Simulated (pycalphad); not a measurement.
Effect of C content in Hf-C

Source of the numbers: pycalphad with the COST 507 light-alloy database (1999); pressure 1 atm. These are 1990s assessments: newer ones move some temperatures and phases. Amounts are mole fractions of atoms. Kinetics are ignored, which matters at the lower temperatures.

| alloy | liquidus (°C) | first solid | solidus (°C) | phases at 327 °C |
|---|---|---|---|---|
| Hf-0.14C (at.%) | [?] | bcc | [?] | hcp 1.00 |
| Hf-0.4C (at.%) | 2226 | bcc | 2210 | hcp 1.00 |
| Hf-0.54C (at.%) | 2223 | bcc | 2206 | hcp 1.00 |
| Hf-1.08C (at.%) | 2213 | bcc | 2206 | hcp 1.00 |
| Hf-1.62C (at.%) | 2214 | hcp | 2206 | hcp 1.00, fcc under 0.01 |

Task: What belongs in the gaps?

Result: 
- Hf-0.14C (at.%), liquidus (°C): 2231
- Hf-0.14C (at.%), solidus (°C): 2223

The fcc model also describes the rock-salt carbide or nitride (TiC, TiN, HfC).
